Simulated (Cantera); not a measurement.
A closed system holds: 1 mol SiC, 0.13 mol H₂, at 0.100 bar.

Equilibrium computed with Cantera from the NASA thermochemical tables; the gas is ideal and each condensed phase is pure. Candidate condensed phases: C, C₆H₆, C₇H₈, C₈H₁₈, Si, SiC; 87 gas species. Gases not in the tables: Si₂H₆ and higher silanes. Rates play no part.

x: gas mole fraction; n: condensed amount in mol.

| T (K) | x H₂ | x H | x Si | x C₂H₂ (acetylene) | x SiH | x Si₂C | n SiC(s) |
|---|---|---|---|---|---|---|---|
| 1825 | 0.999 | 0.00139 | 8.74e-6 | 4.22e-6 | 2.93e-6 | [?] | 1.000 |
| 1875 | 0.998 | 0.00207 | 1.69e-5 | 1.01e-5 | 4.96e-6 | [?] | 1.000 |
| 1925 | 0.997 | 0.00302 | 3.29e-5 | 2.15e-5 | 8.47e-6 | [?] | 1.000 |
| 1975 | 0.996 | 0.00432 | 6.31e-5 | 4.22e-5 | 1.43e-5 | [?] | 1.000 |
| 2025 | 0.994 | 0.00607 | 0.000118 | 7.87e-5 | 2.39e-5 | [?] | 1.000 |
| 2075 | 0.991 | 0.00839 | 0.000216 | 0.000141 | 3.89e-5 | [?] | 1.000 |
| 2125 | 0.988 | 0.0114 | 0.000382 | 0.000245 | 6.18e-5 | [?] | 1.000 |
| 2175 | 0.983 | 0.0153 | 0.000660 | 0.000414 | 9.62e-5 | [?] | 1.000 |
| 2225 | 0.978 | 0.0203 | 0.00111 | 0.000684 | 0.000146 | [?] | 1.000 |
| 2275 | 0.970 | 0.0264 | 0.00182 | 0.00110 | 0.000218 | [?] | 1.000 |

Question: Fill in the missing entries.

Answer: 
- 1825, x Si₂C: 1.06e-7
- 1875, x Si₂C: 2.64e-7
- 1925, x Si₂C: 6.49e-7
- 1975, x Si₂C: 1.56e-6
- 2025, x Si₂C: 3.60e-6
- 2075, x Si₂C: 8.01e-6
- 2125, x Si₂C: 1.72e-5
- 2175, x Si₂C: 3.55e-5
- 2225, x Si₂C: 7.09e-5
- 2275, x Si₂C: 0.000137
